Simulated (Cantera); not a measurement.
A perfectly stirred reactor is fed with N₂O : N₂ = 1 : 0.35 (molar parts), at 0.987 atm; it is held at 1175 K, and followed from long to short residence time.

Cantera simulation using GRI-Mech 3.0 (53 species, 325 reactions); the numbers are that mechanism's predictions, not measurements. GRI-Mech 3.0 was tuned for natural gas; its chemistry of N2O as a main component is partial and can be far from experiment. The mechanism lacks the step 2 NO + O2 → 2 NO2, which can matter for NO2 below about 1400 K. The temperature is held fixed by assumption; the heat of reaction is taken as removed at once.

### Question
Predict: x(N₂O) at τ = 1.00 s; x(O) at τ = 1.00 s; x(O₂) at τ = 1.00 s; x(NO₂) at τ = 1.00 s; x(NO) at τ = 1.00 s; x(N₂O) at τ = 84.0 ms; x(O) at τ = 84.0 ms; x(O₂) at τ = 84.0 ms; x(NO₂) at τ = 84.0 ms; x(NO) at τ = 84.0 ms.

### Answer
| Quantity | Value |
|---|---|
| x(N₂O) at τ = 1.00 s | 0.510 |
| x(O) at τ = 1.00 s | 9.75e-7 |
| x(O₂) at τ = 1.00 s | 0.0767 |
| x(NO₂) at τ = 1.00 s | 0.000166 |
| x(NO) at τ = 1.00 s | 0.0144 |
| x(N₂O) at τ = 84.0 ms | 0.712 |
| x(O) at τ = 84.0 ms | 1.14e-6 |
| x(O₂) at τ = 84.0 ms | 0.00960 |
| x(NO₂) at τ = 84.0 ms | 1.88e-5 |
| x(NO) at τ = 84.0 ms | 0.00198 |
